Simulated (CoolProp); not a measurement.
Vapour-liquid equilibrium of R125 (1) + R143a (2) at 233.5 K; x and y are mole fractions of (1).

Values from CoolProp's multi-fluid Helmholtz-energy mixture model, Lemmon 2005 and Lemmon and Jacobsen 2000; pair parameters Lemmon 2004.

```tsv
x	bubble pressure, mixture model (kPa)	bubble pressure, Raoult's law (kPa)	y, mixture model	y, Raoult's law
0.05	142.6	143.7	0.046	0.052
0.2	141.2	144.8	0.194	0.208
0.35	140.8	145.9	0.350	0.362
0.5	141.3	147.0	0.511	0.513
0.65	143.0	148.1	0.670	0.661
0.8	145.7	149.2	0.821	0.808
0.95	149.3	150.3	0.958	0.952
```

The largest gap from Raoult's law is -3.9 % in bubble pressure, at x = 0.5. y crosses x between x = 0.2 and 0.35: the model has an azeotrope there.

The pair parameters rest on a limited set of measurements; away from them the model extrapolates.
